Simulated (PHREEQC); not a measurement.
1.4 g of hydrous ferric oxide (600 m²/g; 0.2 weak and 0.005 strong sites per Fe, Dzombak-Morel constants, diffuse double layer) in 1 kg of water with 0.005 mol/kgw of an inert sodium salt and 4.6e-06 mol/kgw Na2SeO4, at 25 °C; the pH is set by adding NaOH or the inert anion's acid. O2 is buffered at 0.21 atm. CO2 from the air is kept out. Nothing may precipitate in this run.

The series has 13 steps of pH, from 4 to 10.

The numbers come from PHREEQC with the ion-association model, wateq4f.dat.

Problem. Near which pH is half of the Se sorbed, and on which side is more sorbed?

Solution. Near pH 7.1, with more sorbed at lower pH.
